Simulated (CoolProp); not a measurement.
Values from CoolProp's reference Helmholtz-energy equation of state, Thol 2012.

**Question.** For benzene, give the phase and the Joule-Thomson coefficient (K/MPa) at 222.35 °C and 0.189 MPa; 63.85 °C and 0.0198 MPa.

**Answer.** 
- 222.35 °C and 0.189 MPa: gas; Joule-Thomson coefficient 10.6
- 63.85 °C and 0.0198 MPa: gas; Joule-Thomson coefficient 38.0
